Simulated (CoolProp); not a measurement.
Vapour-liquid equilibrium of R143a (1) + fluoroethane (R161) (2) at 189.2 K; x and y are mole fractions of (1).

Values from CoolProp's multi-fluid Helmholtz-energy mixture model, Lemmon and Jacobsen 2000 and Wu 2012; pair parameters Bell 2016.

| x | bubble pressure (bar) | y at the bubble point | dew pressure at overall composition x (bar) | liquid density (mol/L) |
|---|---|---|---|---|
| 0.05 | 0.06821 | 0.097 | 0.06649 | 18.12 |
| 0.2 | 0.07774 | 0.329 | 0.07218 | 17.55 |
| 0.35 | 0.08638 | 0.503 | 0.07872 | 17.02 |
| 0.5 | 0.09442 | 0.645 | 0.08620 | 16.52 |
| 0.65 | 0.1021 | 0.766 | 0.09473 | 16.04 |
| 0.8 | 0.1095 | 0.873 | 0.1044 | 15.59 |
| 0.95 | 0.1169 | 0.970 | 0.1153 | 15.16 |

No azeotrope shows between x = 0.05 and 0.95.

Pair parameters are fitted to limited data, so mixtures are less certain than the pure fluids.
